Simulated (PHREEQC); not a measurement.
**Acid mine or pickling water: speciation**

A made-up water analysis in mg/kgw, 25 °C, pH 3.04, pe 9: Na 77.2; K 34.2; Ca 587; Mg 14; Cl 409; S(6) as SO4 1650; Fe(3) 0.599; Al 92.3; Br 0.853; Li 0.13.

Na is adjusted to close the charge balance.
Valence states are taken as typed.

The numbers come from PHREEQC with the ion-association model, wateq4f.dat.

Each row changes one thing in this solution. No solid was allowed to form.

```
case                                               ionic strength (mol/kgw)  Ca+2 (mol/kgw)  SO4-2 (mol/kgw)  Al+3 (mol/kgw)  HSO4- (mol/kgw)  Mg+2 (mol/kgw)  SI of Gypsum (CaSO4:2H2O)  SI of Jarosite-K (KFe3(SO4)2(OH)6)
-------------------------------------------------  ------------------------  --------------  ---------------  --------------  ---------------  --------------  -------------------------  ----------------------------------
as made                                                              0.0530          0.0106          0.00925        0.000642         0.000456        0.000393                      -0.11                               -1.16
temperature from 25 to 80 °C at the same typed pH                    0.0484          0.0101          0.00764        0.000509              [?]        0.000270                      -0.10                                 [?]
Br from 0.853 to 0.426 mg/kgw                                        0.0530          0.0106          0.00925        0.000642         0.000456        0.000393                      -0.11                               -1.16
```

What belongs in the gaps?


- temperature from 25 to 80 °C at the same typed pH, HSO4- (mol/kgw): 0.00148
- temperature from 25 to 80 °C at the same typed pH, SI of Jarosite-K (KFe3(SO4)2(OH)6): -0.53

Species that the database lacks are ignored. Some of these states are supersaturated (in Hematite (slow to form), Goethite (slow to form), for instance). Away from 25 °C the constants follow the database's enthalpies or fits; those with neither stay at their 25 °C values.
